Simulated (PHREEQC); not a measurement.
# Acid rinse or clean: speciation

Consider water at 5 °C with 0.0021 mol HCl, 0.0017 mol CuSO4 and 0.00021 mol MgCl2 per kg of water. Closed to the air; pH follows from the charge balance.

Equilibrium calculation in PHREEQC: ion-association model, phreeqc.dat.

This is a speciation only: nothing precipitates in the calculation.

**Question.** Estimate the pH, ionic strength.

**Answer.** pH 2.74; ionic strength 0.00849 mol/kgw.

**Question.** In which forms is Cu present?

**Answer.** Cu+2 89 %, CuSO4 11 % of the Cu.

Away from 25 °C the constants follow the database's enthalpies or fits; those with neither stay at their 25 °C values.
